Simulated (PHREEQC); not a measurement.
Model water analysis in mg/kgw, 25 °C, pH 9.08:

```tsv
constituent	mg/kgw
Na	2820
K	412
Ca	53.1
Mg	512
Cl	6440
S(6) as SO4	218
Alkalinity as HCO3	28.8
Si as SiO2	11
```

Cl is adjusted to close the charge balance.
Valence states are taken as typed.

The numbers come from PHREEQC with the Pitzer model, pitzer.dat.

Problem. The ionic strength comes out as 0.203 mol/kgw. What activity coefficients do MgOH+, Mg+2, SO4-2, OH-, Na+ get?

Solution. MgOH+ 0.92, Mg+2 0.32, SO4-2 0.19, OH- 0.67, Na+ 0.75. Single-ion values are on the MacInnes scale.

No solid was allowed to form. Examples of supersaturated solids here: Magnesite (slow to form). Others may be too. Species that the database lacks are ignored.
